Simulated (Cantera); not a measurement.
Charge: 1 mol Si3N4, 0.032 mol Si, 0.04 mol N2, at 5800 Pa.

Cantera equilibrium calculation (NASA polynomials, part measured and part estimated; ideal gas, pure solids and liquids). Candidate condensed phases: Si, Si3N4; 7 gas species. The numbers say what is thermodynamically allowed, not how fast it happens.

Q: What share of the Si ends up in condensed phases as a function of T (°C), at 1400, 1600, 1800, 2000, 2200, 2400, 2600, 2800?

A: 
```json
[
 {"T (°C)": "1400", "Si condensed (%)": "100.0", "as": "Si3N4(s)"},
 {"T (°C)": "1600", "Si condensed (%)": "100.0", "as": "Si3N4(s)"},
 {"T (°C)": "1800", "Si condensed (%)": "99.9", "as": "Si(l)"},
 {"T (°C)": "2000", "Si condensed (%)": "99.0", "as": "Si(l)"},
 {"T (°C)": "2200", "Si condensed (%)": "94.5", "as": "Si(l)"},
 {"T (°C)": "2400", "Si condensed (%)": "70.8", "as": "Si(l)"},
 {"T (°C)": "2600", "Si condensed (%)": "0.0", "as": "-"},
 {"T (°C)": "2800", "Si condensed (%)": "0.0", "as": "-"}
]
```
